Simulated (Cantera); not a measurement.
Charge: 1 mol Cr, 0.94 mol N2O, 6.8 mol H2, 1 mol O2, at 2075 K and 6450 Torr.

Cantera equilibrium calculation (NASA polynomials, part measured and part estimated; ideal gas, pure solids and liquids). Candidate condensed phases: Cr, CrN, Cr2N, Cr2O3, H2O; 29 gas species. Equilibrium is a limit: real reactors are often held back by kinetics, nucleation or transport.

Base state: H2 0.692, H2O 0.186, N2 0.121, H 0.000755, NH3 3.07e-5, OH 2.32e-5 (mole fractions); condensed: Cr2O3(s).

Problem. What changes in the equilibrium state with this change: temperature from 2075 K to 2400 K?

Solution. 
```tsv
species	before	after
H2	0.692	0.688
H2O	0.186	0.186
N2	0.121	0.121
H	0.000755	0.00450
Cr	5.85e-6	0.000457
CrO	1.15e-6	0.000121
CrO2	1.09e-7	1.06e-5
OH	2.32e-5	0.000224
Cr2O3(s), mol	0.500	0.498
```

Problem. What changes in the equilibrium state with this change: temperature from 2075 K to 2398.15 K?

Solution. 
```tsv
species	before	after
H2	0.692	0.688
H2O	0.186	0.186
N2	0.121	0.121
H	0.000755	0.00446
Cr	5.85e-6	0.000448
CrO	1.15e-6	0.000118
CrO2	1.09e-7	1.03e-5
OH	2.32e-5	0.000221
Cr2O3(s), mol	0.500	0.498
```
